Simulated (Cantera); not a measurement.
An isothermal, constant-pressure homogeneous reactor starts with N2O : O2 = 1 : 0.96 (molar parts), at 1123 K and 0.0819 atm. Integrator tolerance rtol = 1e-08.

Detailed kinetics in Cantera: GRI-Mech 3.0 (53 species, 325 reactions). GRI-Mech 3.0 was tuned for natural gas; its chemistry of N2O as a main component is partial and can be far from experiment. The mechanism lacks the step 2 NO + O2 → 2 NO2, which can matter for NO2 below about 1400 K. The temperature is held fixed by assumption; the heat of reaction is taken as removed at once.

### Question
What does this change do: temperature 1123 to 1000 K?

### Answer
```tsv
quantity	before	after
x(N2O) at 50.0 s	0.272 (gas-phase equilibrium 1.93e-9)	0.494 (gas-phase equilibrium 6.46e-10)
x(O2) at 50.0 s	0.531 (gas-phase equilibrium 0.593)	0.493 (gas-phase equilibrium 0.593)
x(NO) at 50.0 s	0.0143 (gas-phase equilibrium 0.000127)	0.000527 (gas-phase equilibrium 3.80e-5)
x(N2) at 50.0 s	0.183 (gas-phase equilibrium 0.406)	0.0130 (gas-phase equilibrium 0.406)
x(NO2) at 50.0 s	1.91e-5 (gas-phase equilibrium 1.54e-6)	7.69e-7 (gas-phase equilibrium 9.87e-7)
x(O) at 50.0 s	4.84e-7 (gas-phase equilibrium 1.18e-8)	4.18e-8 (gas-phase equilibrium 4.23e-10)
```

### Question
What does this change do: pressure from 0.0819 atm to 1.00 atm?

### Answer
```json
[
 {"quantity": "x(N2O) at 50.0 s", "before": "0.272 (gas-phase equilibrium 1.93e-9)", "after": "0.00804 (gas-phase equilibrium 6.76e-9)"},
 {"quantity": "x(O2) at 50.0 s", "before": "0.531 (gas-phase equilibrium 0.593)", "after": "0.581 (gas-phase equilibrium 0.593)"},
 {"quantity": "x(NO) at 50.0 s", "before": "0.0143 (gas-phase equilibrium 0.000127)", "after": "0.0210 (gas-phase equilibrium 0.000127)"},
 {"quantity": "x(N2) at 50.0 s", "before": "0.183 (gas-phase equilibrium 0.406)", "after": "0.389 (gas-phase equilibrium 0.406)"},
 {"quantity": "x(NO2) at 50.0 s", "before": "1.91e-5 (gas-phase equilibrium 1.54e-6)", "after": "0.000399 (gas-phase equilibrium 5.36e-6)"},
 {"quantity": "x(O) at 50.0 s", "before": "4.84e-7 (gas-phase equilibrium 1.18e-8)", "after": "1.99e-8 (gas-phase equilibrium 3.39e-9)"}
]
```
